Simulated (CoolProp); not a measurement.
Propylene along the isobar 5.36 MPa: fugacity coefficient from the reference equation and from simpler models built on Tc = 91.1 °C, pc = 4.555 MPa, ω = 0.146; each cubic takes its own stable root.

The numbers come from the reference Helmholtz-energy equation of state, Lemmon 2013 in CoolProp.

| T (°C) | phase | reference | Redlich-Kwong | Soave-Redlich-Kwong | Peng-Robinson |
|---|---|---|---|---|---|
| -68.05 | liquid | 0.008112 | 0.01061 | 0.008123 | 0.008208 |
| -53.35 | liquid | 0.01708 | 0.02214 | 0.01719 | 0.01711 |
| -38.65 | liquid | 0.03215 | 0.04092 | 0.03252 | 0.03201 |
| -23.85 | liquid | 0.05541 | 0.06894 | ___ | 0.05501 |
| -9.15 | liquid | 0.08824 | 0.1070 | 0.09015 | 0.08749 |
| 5.65 | liquid | 0.1323 | 0.1562 | 0.1357 | ___ |
| 20.35 | liquid | 0.1876 | 0.2156 | 0.1929 | 0.1859 |
| 35.05 | liquid | 0.2542 | 0.2843 | 0.2618 | 0.2518 |
| 49.85 | liquid | 0.3316 | 0.3612 | 0.3414 | 0.3282 |
| 64.55 | liquid | 0.4170 | 0.4427 | 0.4283 | 0.4116 |
| 79.25 | liquid | 0.5078 | 0.5258 | 0.5190 | 0.4989 |
| 94.05 | supercritical | 0.5990 | 0.6054 | ___ | 0.5839 |
| 108.75 | supercritical | ___ | ___ | 0.6712 | 0.6459 |
| 123.55 | supercritical | 0.7094 | 0.7055 | 0.7142 | 0.6881 |
| 138.25 | supercritical | 0.7434 | 0.7377 | 0.7489 | 0.7224 |
| 152.95 | supercritical | 0.7721 | 0.7649 | 0.7784 | 0.7518 |

Task: Fill in the missing entries.

Result: 
- -23.85, Soave-Redlich-Kwong: 0.05634
- 5.65, Peng-Robinson: 0.1311
- 94.05, Soave-Redlich-Kwong: 0.6070
- 108.75, reference: 0.6665
- 108.75, Redlich-Kwong: 0.6655
